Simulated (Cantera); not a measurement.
Standard-state values (1 bar) from the NASA 1993 polynomials, evaluated with Cantera. Values are per mole of reaction as written; species without (g) are pure solids or liquids, kept so even where they would boil at 1 bar.

4 N(g) + 4 PH3(g) ⇌ 4 NH3(g) + P4(g)

```csv
T (K),ΔH° (kJ),ΔS° (J/K),ΔG° (kJ),log10 K
300,-2037.3,-403.4,-1916.3,333.64
1625,[?],[?],[?],[?]
1775,-2080.0,-453.0,-1275.9,37.55
1925,-2083.3,-454.8,-1207.8,32.77
2075,-2086.3,-456.3,-1139.5,28.68
2225,[?],[?],[?],[?]
```

Q: What belongs in the gaps?

A: 
- 1625, ΔH° (kJ): -2076.2
- 1625, ΔS° (J/K): -450.8
- 1625, ΔG° (kJ): -1343.7
- 1625, log10 K: 43.19
- 2225, ΔH° (kJ): -2089.0
- 2225, ΔS° (J/K): -457.6
- 2225, ΔG° (kJ): -1070.9
- 2225, log10 K: 25.14
